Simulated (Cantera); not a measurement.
Charge: 1 mol Si₃N₄, 0.65 mol C, 5.5 mol N₂, at 25.0 mbar.

Cantera equilibrium calculation (NASA polynomials, part measured and part estimated; ideal gas, pure solids and liquids). Candidate condensed phases: C, Si, SiC, Si₃N₄; 20 gas species. Mutual solubility and eutectic melting of coexisting phases are not modelled. The tables' values for SiN are old estimates; treat these amounts as uncertain. Kinetics and transport are ignored. All values below are at 1677 °C.

Base state: N₂ 0.999, Si 0.000952, Si₂N 6.10e-5, SiN 4.43e-5, Si₂C 2.10e-5 (mole fractions); condensed: Si(l) + SiC(s).

What changes in the equilibrium state with this change: Si₃N₄ replaced by SiO₂?


```json
[
 {"species": "N₂", "before": "0.999", "after": "0.809"},
 {"species": "SiO", "before": "0", "after": "0.0959"},
 {"species": "CO", "before": "0", "after": "0.0953"},
 {"species": "CO₂", "before": "0", "after": "0.000292"},
 {"species": "Si₂N", "before": "6.10e-5", "after": "<1e-9"},
 {"species": "Si(l), mol", "before": "2.34", "after": "0"},
 {"species": "SiC(s), mol", "before": "0.650", "after": "0"},
 {"species": "SiO₂(condensed), mol", "before": "0", "after": "0.348"}
]
```
The tables hold silica as quartz up to 1696 K and as liquid above; real silica turns to tridymite and cristobalite and melts near 1996 K. Further candidate phases: SiO₂, Si₂N₂O.
